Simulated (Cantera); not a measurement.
Cantera run:

```python
import numpy as np
import cantera as ct

gas_names = """
    C CN CO CO2 C2 CCN CNC C2N2 C2O C3 C3O2 C4 C4N2 C5 N NCO NO NO2 NO3 N2 N2O O O2 O3 Pb PbO Pb2
""".split()
cond_names = """
    C(gr) Pb(cr) Pb(L) PbO(rd) PbO(yw) PbO(L) PbO2(s) Pb3O4(s)
""".split()


# ... load() reads the species with a 1 bar reference pressure and builds the phases ...
atoms = {
    'Pb': {'Pb': 1},
    'CO': {'C': 1, 'O': 1},
    'N2': {'N': 2},
}
top_T = {'C(gr)': 4500, 'Pb3O4(s)': 820}  # K; cautious upper limits of use, not melting points


# ... equilibrate(T, P, feed) seeds the gas with the atoms and calls Mixture.equilibrate('TP', solver="vcs", rtol=1e-11, max_steps=5000) ...
results = []
feed = {'Pb': 1, 'CO': 0.061, 'N2': 1.9}  # mol
T = 975  # K
P = 1000  # Pa
mix = equilibrate(T, P, feed)
results.append((T, P, feed, dict(zip(mix.species_names, mix.species_moles))))
x = sorted(zip(gas.X, gas.species_names), reverse=True)
print(f"T = {T:g} K  P = {P:g} Pa  gas = {mix.phase_moles(0):.4g} mol")
print("   x: " + "  ".join(f"{s} {v:.3e}" for v, s in x if v > 1e-06))
print("   condensed (mol): " + ("  ".join(f"{mix.phase(i).name} {mix.phase_moles(i):.4g}"
      for i in range(1, mix.n_phases) if mix.phase_moles(i) > 1e-12) or "none"))
```

Output:

```
T = 975 K  P = 1000 Pa  gas = 1.963 mol
   x: N2 9.680e-01  CO 3.106e-02  Pb 9.167e-04  CO2 9.266e-06
   condensed (mol): C(gr) 1.819e-05  Pb(L) 0.9982
```

Method: chemical equilibrium by Gibbs-energy minimisation in Cantera with the NASA 1993 tables (ideal gas, pure condensed phases).
